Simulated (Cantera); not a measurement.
Feed: 1 mol Si, 2.4 mol Br₂, a varied amount of H₂, equilibrated at 1550 K and 150 Pa.

These are equilibrium values from Cantera (NASA tables, ideal gas, pure condensed phases), not measurements of a reactor. Candidate condensed phases: Br₂, Si; 19 gas species. The tables' values for SiBr₃, SiBr are old estimates; treat these amounts as uncertain. Rates play no part.

x: gas mole fraction; n: condensed amount in mol.

| n(H₂) (mol) | x H₂ | x HBr | x SiBr₂ | x Br | x H | n Si(s) |
|---|---|---|---|---|---|---|
| 9.2 | 0.675 | 0.221 | 0.0848 | 0.0183 | 0.000668 | 0 |
| 12 | 0.737 | 0.179 | 0.0685 | 0.0142 | 0.000698 | 0 |
| 15 | 0.782 | 0.149 | 0.0567 | 0.0114 | 0.000719 | 0 |
| 18 | 0.814 | 0.127 | 0.0484 | 0.00959 | 0.000734 | 0 |
| 23 | 0.847 | 0.109 | 0.0356 | 0.00802 | 0.000748 | ___ |
| 29 | 0.873 | 0.0937 | 0.0257 | 0.00682 | 0.000760 | ___ |
| 36 | 0.893 | 0.0810 | 0.0188 | 0.00583 | 0.000769 | ___ |
| 46 | 0.913 | 0.0680 | 0.0130 | 0.00484 | 0.000777 | ___ |
| 57 | 0.928 | 0.0579 | 0.00925 | 0.00409 | 0.000783 | ___ |
| 72 | 0.941 | 0.0482 | 0.00633 | 0.00338 | 0.000789 | ___ |
| 90 | 0.952 | 0.0403 | 0.00436 | 0.00281 | 0.000793 | ___ |

Question: What belongs in the gaps?

Answer: 
- 23, n Si(s): 0.0844
- 29, n Si(s): 0.181
- 36, n Si(s): 0.269
- 46, n Si(s): 0.364
- 57, n Si(s): 0.441
- 72, n Si(s): 0.520
- 90, n Si(s): 0.588
